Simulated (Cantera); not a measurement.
Gas mixture: NO = 0.87 (molar parts), at 0.200 bar, frozen composition.

Cantera's kinetic-theory transport with the Lennard-Jones parameters of GRI-Mech 3.0, ideal gas; thermal conductivity in the multicomponent form. The composition is frozen, though it would react at the higher temperatures.

D: mixture-averaged diffusion coefficient of that species in the mixture.

| T (K) | ρ (kg/m³) | cp (J/kg/K) | μ (µPa s) | λ (mW/m/K) | Pr | D (cm²/s) NO | D (cm²/s) H | D (cm²/s) N2 |
|---|---|---|---|---|---|---|---|---|
| 400 | 0.180 | 998.6 | 23.1 | 32.5 | 0.711 | -676 | 10.3 | 1.72 |
| 650 | 0.111 | 1054 | ___ | ___ | 0.708 | ___ | ___ | ___ |
| 900 | 0.0802 | 1114 | 40.1 | 63.1 | 0.707 | -2760 | 41.1 | 6.77 |
| 1150 | 0.0628 | 1153 | ___ | ___ | 0.707 | ___ | ___ | ___ |
| 1400 | 0.0516 | 1181 | 53.4 | 89.3 | 0.707 | -5810 | 86.0 | 14.1 |
| 1650 | 0.0437 | 1202 | 59.4 | 101 | 0.706 | -7640 | 113 | 18.6 |

What belongs in the gaps?


- 650, μ (µPa s): 32.3
- 650, λ (mW/m/K): 48.1
- 650, D (cm²/s) NO: -1580
- 650, D (cm²/s) H: 23.7
- 650, D (cm²/s) N2: 3.92
- 1150, μ (µPa s): 47.0
- 1150, λ (mW/m/K): 76.7
- 1150, D (cm²/s) NO: -4180
- 1150, D (cm²/s) H: 62.0
- 1150, D (cm²/s) N2: 10.2
